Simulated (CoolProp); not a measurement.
The fluid at 293.15 K and 0.0235 MPa is throttled through a valve to 0.00562 MPa with no heat exchange. The same conditions are run with several fluids, on thermodynamics alone (safety and materials aside).

Values from CoolProp's reference Helmholtz-energy equation of state of each fluid (R114: Platzer 1990; ethane: Bücker 2006; carbon monoxide: Lemmon 2006; R143a: Lemmon and Jacobsen 2000; carbon dioxide: Span 1996). The equations of Platzer and Polt are older, rougher fits.

```
fluid            temperature change (K)  final density (kg/m³)
---------------  ----------------------  ---------------------
R114                               -0.3                  0.395
ethane                             -0.2                 0.0694
carbon monoxide                    -0.0                 0.0646
R143a                              -0.4                  0.194
carbon dioxide                     -0.2                  0.102
```
